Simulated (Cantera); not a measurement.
Feed: 1 mol MgO, 15 mol HBr, 23 mol N₂, held at 1248 K and 3.68 Torr.

Equilibrium computed with Cantera from the NASA thermochemical tables; the gas is ideal and each condensed phase is pure. Candidate condensed phases: Br₂, H₂O, Mg, MgBr₂, MgO, Mg(OH)₂; 36 gas species. Equilibrium is a limit: real reactors are often held back by kinetics, nucleation or transport.

Base state: N₂ 0.602, HBr 0.334, H₂O 0.0244, MgBr₂ 0.0244, Br 0.00987, H₂ 0.00507, Br₂ 0.000132 (mole fractions); condensed: MgO(s).

Question: What changes in the equilibrium state with this change: HBr from 15 to 2.8 mol?

Answer: 
| species | before | after |
|---|---|---|
| N₂ | 0.602 | 0.890 |
| HBr | 0.334 | 0.0908 |
| H₂O | 0.0244 | 0.00662 |
| MgBr₂ | 0.0244 | 0.00662 |
| Br₂ | 0.000132 | 2.35e-5 |
| H₂ | 0.00507 | 0.00211 |
| MgO(s), mol | 0.0700 | 0.829 |
